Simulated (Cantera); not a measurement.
A perfectly stirred reactor is fed with 15.1 % H₂, 7.76 % O₂, 76.9 % N₂, 0.301 % NO, at 6.70 bar; it is adiabatic with a 750 K inlet, and is followed from long to short residence time, starting on the burning branch (τ in s: 0.11, 0.041, 0.015, 0.0057, 0.0021, 0.0008, 0.0003, 0.00011, 4.1e-05).

Computed with Cantera and GRI-Mech 3.0 (53 species, 325 reactions). The hydrogen kinetics of GRI-Mech 3.0 are dated; newer H2 mechanisms differ, most at raised pressure. The mechanism lacks 2 NO + O2 → 2 NO2 and HONO, so NO2 and the effect of NO are under-described below about 1400 K.

**Question.** Predict: blow-out, bracketed by the residence times tried; x(H₂) at τ = 0.110 s; x(O₂) at τ = 0.110 s; x(NO) at τ = 0.110 s; x(H₂O₂) at τ = 0.110 s; x(NO₂) at τ = 0.110 s; x(H₂) at τ = 2.10 ms; x(O₂) at τ = 2.10 ms; x(NO) at τ = 2.10 ms; x(H₂O₂) at τ = 2.10 ms; x(NO₂) at τ = 2.10 ms.

**Answer.** 
```json
{
 "blow_out_bracketed_by_the_residence_times_tried": "burning at 41.0 µs, the shortest tried",
 "x(H₂) at τ = 0.110 s": "0.000444",
 "x(O₂) at τ = 0.110 s": "0.00274",
 "x(NO) at τ = 0.110 s": "0.00287",
 "x(H₂O₂) at τ = 0.110 s": "5.98e-8",
 "x(NO₂) at τ = 0.110 s": "2.62e-6",
 "x(H₂) at τ = 2.10 ms": "0.00332",
 "x(O₂) at τ = 2.10 ms": "0.00404",
 "x(NO) at τ = 2.10 ms": "0.00279",
 "x(H₂O₂) at τ = 2.10 ms": "3.31e-7",
 "x(NO₂) at τ = 2.10 ms": "2.17e-6"
}
```
